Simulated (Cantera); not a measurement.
Equilibrium for silicon epitaxy and polysilicon growth: Si₂H₆ + HCl + H₂

Charge: 1 mol Si₂H₆, 1.5 mol HCl, 4.1 mol H₂, held at 60.0 mbar.

Method: chemical equilibrium by Gibbs-energy minimisation in Cantera with the NASA 1993 tables (ideal gas, pure condensed phases). Candidate condensed phases: Si; 19 gas species. The feed counts by its element totals alone. The tables' values for SiCl₃, SiCl are old estimates; treat these amounts as uncertain. Kinetics and transport are ignored.

From 925 K to 1600 K the condensed part is Si(s). The main Si-bearing gas is SiCl₄ at 925 K and SiCl₂ at 1600 K. The share of Si in condensed phases is highest at 1300 K (84.7 %) and lowest at 925 K (80.7 %).

```
T (K)   x H₂    x HCl   x SiCl₂   x SiCl₄  x SiHCl₃   x SiCl₃  x SiH₂Cl₂  n Si(s)
-----  -----  -------  --------  --------  --------  --------  ---------  -------
925    0.944  0.00906  0.000126    0.0334    0.0126  0.000325   0.000469     1.61
1000   0.938   0.0177  0.000567    0.0312    0.0117  0.000855   0.000469     1.63
1075   0.927   0.0307   0.00199    0.0273    0.0103   0.00185   0.000450     1.65
1150   0.913   0.0478   0.00551    0.0214   0.00829   0.00328   0.000403     1.68
1225   0.897   0.0666    0.0121    0.0139   0.00584   0.00461   0.000327     1.69
1300   0.882   0.0824    0.0206   0.00695   0.00339   0.00491   0.000233     1.69
1375   0.872   0.0918    0.0279   0.00268   0.00162   0.00403   0.000146     1.69
1450   0.867   0.0956    0.0325  0.000906  0.000709   0.00284    8.58e-5     1.68
1525   0.866   0.0964    0.0352  0.000304  0.000309   0.00190    5.05e-5     1.68
1600   0.865   0.0961    0.0368  0.000108  0.000141   0.00127    3.05e-5     1.67
```
x: gas mole fraction; n: condensed amount in mol.
